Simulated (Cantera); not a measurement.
## Pyrogenic steam for wet oxidation

An isothermal, constant-pressure homogeneous reactor starts with 36.8 % H2, 26.3 % O2, 36.8 % N2, equivalence ratio 0.70, at 875 K and 345 Torr.

Detailed kinetics in Cantera: the H2/O2 subset of GRI-Mech 3.0, which has no nitrogen chemistry. Below about 950 K walls govern HO2 and H2O2 in real vessels. The temperature is held fixed by assumption; the heat of reaction is taken as removed at once.

| t (s) | x H2 | x O2 | x HO2 | x H | x H2O | x O | x H2O2 |
|---|---|---|---|---|---|---|---|
| 8.00e-6 | 0.368 | 0.263 | 6.40e-12 | 4.26e-12 | <1e-12 | <1e-12 | <1e-12 |
| 3.49e-5 | 0.368 | 0.263 | 4.16e-11 | 1.47e-11 | 1.27e-11 | 1.58e-12 | <1e-12 |
| 0.000152 | 0.368 | 0.263 | 3.34e-10 | 3.53e-11 | 1.76e-10 | 4.19e-12 | <1e-12 |
| 0.000664 | 0.368 | 0.263 | 2.10e-9 | 4.41e-11 | 1.29e-9 | 5.30e-12 | 1.46e-11 |
| 0.00290 | 0.368 | 0.263 | 1.08e-8 | 5.70e-11 | 7.14e-9 | 6.85e-12 | 3.40e-10 |
| 0.0126 | 0.368 | 0.263 | 7.30e-8 | 1.51e-10 | 5.69e-8 | 1.81e-11 | 8.83e-9 |
| 0.0552 | 0.368 | 0.263 | 2.73e-6 | 4.59e-9 | 3.27e-6 | 5.52e-10 | 1.06e-6 |
| 0.241 | 0.366 | 0.262 | 4.14e-5 | 3.69e-7 | 0.00201 | 4.42e-8 | 0.000476 |
| 1.05 | 0.332 | 0.246 | 4.55e-5 | 2.98e-7 | 0.0439 | 3.59e-8 | 0.00157 |
| 4.58 | 0.240 | 0.205 | 3.94e-5 | 1.39e-7 | 0.156 | 1.90e-8 | 0.00138 |
| 20.0 | 0.0432 | 0.116 | 2.27e-5 | 3.94e-8 | 0.398 | 1.47e-8 | 0.000390 |
x: mole fraction; the columns are a selection and need not sum to one.

Equilibrium at this temperature and pressure: H2 2.68e-12, O2 0.0968, HO2 9.28e-11, H <1e-12, H2O 0.452, O <1e-12, H2O2 4.33e-11 (gas phase only).
